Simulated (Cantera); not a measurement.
## Catalytic stagnation flow on Pt

A jet of CH4 : O2 : N2 = 0.027 : 0.058 : 0.79 (molar parts) at 300 K and 0.360 bar hits a platinum plate 5.5 cm away at a mass flux of 0.12 kg/m²/s; the plate temperature is set and raised in steps from an oxygen-covered start.

Model: Deutschmann's 1995 Pt surface mechanism with GRI-Mech 3.0 gas chemistry, integrated in Cantera. Catalytic surfaces can have several steady states; this one follows from the mechanism file's or the stated starting coverage.

```json
[
 {"plate T (K)": "850", "wall x CH4": "0.0199", "wall x O2": "0.0430", "wall x H2O": "0.0205", "wall x OH": "<1e-8", "wall x CO": "5.16e-6", "wall x CO2": "0.0134", "θ free Pt": "0.127", "θ O*": "0.871", "θ OH*": "0.00238"},
 {"plate T (K)": "900", "wall x CH4": "0.0114", "wall x O2": "0.0250", "wall x H2O": "0.0364", "wall x OH": "1.96e-8", "wall x CO": "4.49e-6", "wall x CO2": "0.0239", "θ free Pt": "0.211", "θ O*": "0.786", "θ OH*": "0.00309"},
 {"plate T (K)": "950", "wall x CH4": "0.00602", "wall x O2": "0.0137", "wall x H2O": "0.0462", "wall x OH": "5.45e-8", "wall x CO": "3.56e-6", "wall x CO2": "0.0304", "θ free Pt": "0.313", "θ O*": "0.684", "θ OH*": "0.00323"},
 {"plate T (K)": "1000", "wall x CH4": "0.00356", "wall x O2": "0.00858", "wall x H2O": "0.0506", "wall x OH": "1.34e-7", "wall x CO": "3.06e-6", "wall x CO2": "0.0333", "θ free Pt": "0.414", "θ O*": "0.582", "θ OH*": "0.00299"},
 {"plate T (K)": "1050", "wall x CH4": "0.00237", "wall x O2": "0.00612", "wall x H2O": "0.0527", "wall x OH": "2.96e-7", "wall x CO": "2.92e-6", "wall x CO2": "0.0347", "θ free Pt": "0.509", "θ O*": "0.488", "θ OH*": "0.00262"},
 {"plate T (K)": "1100", "wall x CH4": "0.00175", "wall x O2": "0.00483", "wall x H2O": "0.0538", "wall x OH": "6.07e-7", "wall x CO": "3.03e-6", "wall x CO2": "0.0354", "θ free Pt": "0.594", "θ O*": "0.404", "θ OH*": "0.00223"}
]
```
x: mole fraction at the wall; θ: surface coverage.
